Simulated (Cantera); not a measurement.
A freely propagating, adiabatic, planar premixed flame of 44.4 % H₂, 11.7 % O₂, 43.9 % N₂, equivalence ratio 1.9, unburnt at 623 K and 250000 Pa; mixture-averaged transport, grid criteria slope 0.08 and curve 0.16, no radiation.

Computed with Cantera and the H2/O2 subset of GRI-Mech 3.0, which has no nitrogen chemistry. The hydrogen kinetics of GRI-Mech 3.0 are dated; newer H2 mechanisms differ, most at raised pressure. Burning velocities carry a grid error of a few per cent, more on coarse grids.

**Question.** Predict: laminar burning velocity; thermal thickness; peak x(H₂O₂); peak x(OH); peak x(HO₂); peak x(H).

**Answer.** 
```json
{
 "laminar_burning_velocity": "1020 cm/s",
 "thermal_thickness": "0.140 mm",
 "peak x(H₂O₂)": "2.08e-5",
 "peak x(OH)": "0.00649",
 "peak x(HO₂)": "0.000503",
 "peak x(H)": "0.0777"
}
```
